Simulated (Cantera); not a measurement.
Mixture: CH4 : O2 : N2 = 1 : 3.12 : 11.8 (molar parts), equivalence ratio 0.64, at 270000 Pa, adiabatic and at constant pressure. Ignition delay is the time to a rise of 400 K.

Detailed kinetics in Cantera: GRI-Mech 3.0 (53 species, 325 reactions).

Problem. Predict: delay at 1200 K; delay at 1400 K; delay at 1600 K; delay at 1800 K; delay at 2000 K; apparent activation energy between 1900 and 2100 K.

Solution. 
- delay at 1200 K = 14.9 ms
- delay at 1400 K = 1.30 ms
- delay at 1600 K = 0.189 ms
- delay at 1800 K = 45.2 µs
- delay at 2000 K = 15.4 µs
- apparent activation energy between 1900 and 2100 K = 160 kJ/mol
